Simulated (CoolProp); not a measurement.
R1224YDZ along the isotherm 456.6 K: Z from the reference equation and from simpler models built on Tc = 428.7 K, pc = 3.334 MPa, ω = 0.325; each cubic takes its own stable root.

The numbers come from the reference Helmholtz-energy equation of state, Akasaka 2023 in CoolProp.

| p (MPa) | phase | reference | Soave-Redlich-Kwong | Peng-Robinson |
|---|---|---|---|---|
| 2.22 | gas | ? | 0.7960 | 0.7747 |
| 4.45 | supercritical | 0.4781 | 0.5038 | 0.4748 |
| 6.67 | supercritical | 0.3409 | 0.4188 | 0.3846 |
| 8.89 | supercritical | 0.4040 | 0.4760 | 0.4333 |
| 11.1 | supercritical | 0.4744 | 0.5448 | 0.4940 |
| 13.3 | supercritical | 0.5451 | 0.6151 | ? |
| 15.6 | supercritical | 0.6184 | ? | 0.6222 |
| 17.8 | supercritical | 0.6877 | 0.7579 | 0.6845 |
| 20 | supercritical | 0.7562 | ? | 0.7463 |
| 22.2 | supercritical | 0.8238 | 0.8946 | 0.8073 |
| 24.4 | supercritical | 0.8906 | 0.9619 | 0.8678 |
| 26.7 | supercritical | 0.9598 | ? | 0.9303 |
| 28.9 | supercritical | 1.025 | 1.097 | 0.9896 |
| 31.1 | supercritical | 1.090 | 1.162 | 1.048 |
| 33.3 | supercritical | 1.154 | 1.227 | ? |

**Question.** Some entries are withheld; supply them.

**Answer.** 
- 2.22, reference: 0.7908
- 13.3, Peng-Robinson: 0.5566
- 15.6, Soave-Redlich-Kwong: 0.6884
- 20, Soave-Redlich-Kwong: 0.8267
- 26.7, Soave-Redlich-Kwong: 1.031
- 33.3, Peng-Robinson: 1.107
